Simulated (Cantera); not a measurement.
## Catalytic stagnation flow on Pt

A jet of 1.39 % CH4, 6.96 % O2, 91.6 % N2, equivalence ratio 0.40 at 300 K and 0.0493 atm hits a platinum plate 7.9 cm away at a mass flux of 0.061 kg/m²/s; the plate temperature is set and raised in steps from an oxygen-covered start.

Computed with Cantera and Deutschmann's 1995 Pt surface mechanism with GRI-Mech 3.0 gas chemistry. Catalytic surfaces can have several steady states; this one follows from the mechanism file's or the stated starting coverage.

```
plate T (K)  wall x CH4  wall x O2  wall x H2O  wall x OH  wall x CO  wall x CO2  θ free Pt   θ O*
-----------  ----------  ---------  ----------  ---------  ---------  ----------  ---------  -----
950             0.00638     0.0536      0.0140    7.59e-8    4.01e-6     0.00922      0.341  0.658
1000            0.00493     0.0506      0.0167    2.04e-7    4.24e-6      0.0110      0.418  0.582
1050            0.00389     0.0484      0.0185    4.88e-7    4.54e-6      0.0122      0.491  0.508
1100            0.00315     0.0468      0.0198    1.06e-6    4.94e-6      0.0131      0.562  0.438
1150            0.00263     0.0458      0.0207    2.10e-6    5.53e-6      0.0137      0.627  0.373
1200            0.00226     0.0450      0.0214    3.90e-6    6.35e-6      0.0141      0.686  0.313
1250            0.00199     0.0445      0.0218    6.78e-6    7.48e-6      0.0144      0.739  0.260
1300            0.00181     0.0443      0.0221    1.12e-5    9.15e-6      0.0145      0.786  0.214
```
x: mole fraction at the wall; θ: surface coverage.
